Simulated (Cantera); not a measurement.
A closed system holds: 1 mol CCl₄, 0.048 mol Si, held at 875 °C and 1.30 Pa.

Equilibrium computed with Cantera from the NASA thermochemical tables; the gas is ideal and each condensed phase is pure. Candidate condensed phases: C, Si, SiC; 24 gas species. Equilibrium is a limit: real reactors are often held back by kinetics, nucleation or transport.

Base state: Cl 0.510, Cl₂ 0.471, SiCl₄ 0.0183 (mole fractions); condensed: C(graphite).

**Question.** What changes in the equilibrium state with this change: temperature from 875 °C to 950 °C?

**Answer.** 
| species | before | after |
|---|---|---|
| Cl | 0.510 | 0.770 |
| Cl₂ | 0.471 | 0.215 |
| SiCl₄ | 0.0183 | 0.0151 |
| C(graphite), mol | 1.00 | 1.00 |
